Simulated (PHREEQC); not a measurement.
Make-up at 25 °C: 11 mmol/kgw MgBr2 and 0.043 mmol/kgw BaCl2. It is in equilibrium with CO2 at log p = -3.5 (atm). Otherwise closed; pH follows from the charge balance.

Model: ion-association model, phreeqc.dat, run in PHREEQC.

```yaml
pH: 5.64
ionic_strength: 0.0331 mol/kgw
specific_conductance: 2410 µS/cm
```

```tsv
species	molality	activity	log γ
Br-	0.0220	0.0184	-0.079
Mg+2	0.0110	0.00587	-0.273
Cl-	8.60e-5	7.22e-5	-0.076
Ba+2	4.30e-5	2.18e-5	-0.295
CO2	1.07e-5	1.08e-5	0.003
H+	2.64e-6	2.30e-6	-0.060
```

Precipitation was switched off in this run.
